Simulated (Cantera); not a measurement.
A perfectly stirred reactor is fed with 15.7 % H₂, 43.5 % O₂, 40.9 % N₂, equivalence ratio 0.18, at 0.0316 atm; it is held at 1100 K, and followed from long to short residence time.

Computed with Cantera and GRI-Mech 3.0 (53 species, 325 reactions). Radical loss at walls, strong at low pressure, is not modelled. The temperature is held fixed by assumption; the heat of reaction is taken as removed at once.

Question: Predict: x(H₂) at τ = 11.0 s; x(O₂) at τ = 11.0 s; x(N₂O) at τ = 11.0 s; x(NO) at τ = 11.0 s; x(H₂O) at τ = 11.0 s; x(H₂) at τ = 57.0 ms; x(O₂) at τ = 57.0 ms; x(N₂O) at τ = 57.0 ms; x(NO) at τ = 57.0 ms; x(H₂O) at τ = 57.0 ms.

Answer: 
| Property | Result |
|---|---|
| x(H₂) at τ = 11.0 s | 0.000112 |
| x(O₂) at τ = 11.0 s | 0.387 |
| x(N₂O) at τ = 11.0 s | 3.38e-8 |
| x(NO) at τ = 11.0 s | 3.83e-8 |
| x(H₂O) at τ = 11.0 s | 0.170 |
| x(H₂) at τ = 57.0 ms | 0.00295 |
| x(O₂) at τ = 57.0 ms | 0.384 |
| x(N₂O) at τ = 57.0 ms | 1.02e-8 |
| x(NO) at τ = 57.0 ms | 2.85e-7 |
| x(H₂O) at τ = 57.0 ms | 0.164 |
